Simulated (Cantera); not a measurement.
An adiabatic, constant-pressure homogeneous reactor starts with H2 : O2 : N2 : H2O = 1 : 0.943 : 3.55 : 1.1 (molar parts), equivalence ratio 0.53, at 1400 K and 195 Torr.

Detailed kinetics in Cantera: the H2/O2 subset of GRI-Mech 3.0, which has no nitrogen chemistry.

x: mole fraction; the columns are a selection and need not sum to one.

```tsv
t (s)	T (K)	x H2	x O2	x H2O	x HO2	x OH	x H
4.00e-6	1400	0.152	0.143	0.167	4.08e-8	6.67e-9	4.24e-8
1.37e-5	1400	0.152	0.143	0.167	1.48e-7	7.29e-8	3.67e-7
4.68e-5	1400	0.151	0.143	0.167	4.72e-6	2.16e-5	0.000105
0.000160	___	___	___	___	___	___	___
0.000548	2041	0.0181	0.0723	0.300	6.07e-6	0.0212	0.0118
0.00187	2252	0.00720	0.0702	0.324	4.07e-6	0.0162	0.00238
0.00641	2292	0.00487	0.0702	0.329	4.52e-6	0.0138	0.00128
0.0219	2292	0.00487	0.0702	0.329	4.52e-6	0.0138	0.00128
0.0750	2292	0.00487	0.0702	0.329	4.52e-6	0.0138	0.00128
0.256	2292	0.00487	0.0702	0.329	4.52e-6	0.0138	0.00128
0.877	2292	0.00487	0.0702	0.329	4.52e-6	0.0138	0.00128
3.00	2292	0.00487	0.0702	0.329	4.52e-6	0.0138	0.00128
```

Q: Fill in the missing entries.

A: 
- 0.000160, T (K): 1691
- 0.000160, x H2: 0.0288
- 0.000160, x O2: 0.0786
- 0.000160, x H2O: 0.269
- 0.000160, x HO2: 1.43e-5
- 0.000160, x OH: 0.0177
- 0.000160, x H: 0.0372
